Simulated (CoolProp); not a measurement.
Vapour-liquid equilibrium of carbon dioxide (1) + carbonyl sulfide (2) at 0.645 MPa; x and y are mole fractions of (1).

The numbers come from the multi-fluid Helmholtz-energy mixture model, Span 1996 and Lemmon 2006; pair parameters Bell 2016 in CoolProp.

Give the bubble temperature and the first vapour's composition at x = 0.05, 0.35, 0.875. Is there an azeotrope?

x = 0.05: 262.4 K, y = 0.291; x = 0.35: 236.0 K, y = 0.783; x = 0.875: 223.8 K, y = 0.956. No azeotrope shows between x = 0.05 and 0.95.

Pair parameters are fitted to limited data, so mixtures are less certain than the pure fluids.
